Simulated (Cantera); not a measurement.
A closed system holds: 1 mol TiC, 0.43 mol C, 0.1 mol H₂, at 1.60 bar.

Equilibrium computed with Cantera from the NASA thermochemical tables; the gas is ideal and each condensed phase is pure. Candidate condensed phases: C, C₆H₆, C₇H₈, C₈H₁₈, Ti, TiC; 77 gas species. TiC: taken at fixed stoichiometry. Rates play no part. All values below are at 1800 °C.

Base state: H₂ 0.996, H 0.00208, C₂H₂ (acetylene) 0.00122, CH₄ 0.000559, CH₃ 2.28e-5 (mole fractions); condensed: C(graphite) + TiC(s).

Problem. What changes in the equilibrium state with this change: pressure from 1.60 bar to 13.0 Pa?

Solution. 
```tsv
species	before	after
H₂	0.996	0.794
H	0.00208	0.205
C₂H₂ (acetylene)	0.00122	0.000973
CH₄	0.000559	2.88e-8
Ti	1.86e-9	2.29e-5
CH₃	2.28e-5	1.46e-7
C(graphite), mol	0.430	0.430
TiC(s), mol	1.00	1.000
```
